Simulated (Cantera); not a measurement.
**Thermodynamics of silicon nitride deposition, feed SiCl4 + N2 + NH3**

Charge: 1 mol SiCl4, 81 mol N2, 1.1 mol NH3, at 10.0 mbar.

Equilibrium computed with Cantera from the NASA thermochemical tables; the gas is ideal and each condensed phase is pure. Candidate condensed phases: NH4Cl, Si, Si3N4; 28 gas species. The tables' values for SiCl3, SiCl, SiN are old estimates; treat these amounts as uncertain. The numbers say what is thermodynamically allowed, not how fast it happens.

From 798 K to 1498 K the condensed part is Si3N4(s). From 1598 K to 2098 K nothing is condensed. The main Si-bearing gas is SiCl4 at 798 K and SiCl2 at 2098 K.

```csv
T (K),log p N2,log p HCl,log p SiCl2,log p H2,log p Cl,log p SiCl4,log p H,n Si3N4(s)
798,-2.02,-3.54,-11.94,-4.28,-12.96,-4.33,-13.72,0.201
898,-2.02,-3.52,-9.89,-4.35,-11.32,-4.37,-12.13,0.212
998,-2.02,-3.51,-8.25,-4.40,-10.00,-4.39,-10.87,0.219
1098,-2.02,-3.50,-6.92,-4.45,-8.93,-4.42,-9.83,0.224
1198,-2.02,-3.49,-5.83,-4.48,-8.03,-4.46,-8.96,0.224
1298,-2.02,-3.49,-4.95,-4.48,-7.30,-4.58,-8.21,0.207
1398,-2.02,-3.52,-4.35,-4.38,-6.74,-4.96,-7.51,0.144
1498,-2.02,-3.59,-4.04,-4.18,-6.36,-5.73,-6.86,0.0474
1598,-2.02,-3.64,-3.95,-4.10,-5.96,-6.45,-6.33,0
1698,-2.02,-3.64,-3.94,-4.11,-5.54,-7.00,-5.89,0
1798,-2.02,-3.64,-3.94,-4.10,-5.16,-7.50,-5.51,0
1898,-2.02,-3.65,-3.94,-4.10,-4.83,-7.97,-5.16,0
1998,-2.02,-3.67,-3.96,-4.10,-4.54,-8.40,-4.85,0
2098,-2.02,-3.68,-4.00,-4.12,-4.27,-8.81,-4.57,0
```
log p: log10 of the partial pressure in bar; n: condensed amount in mol.
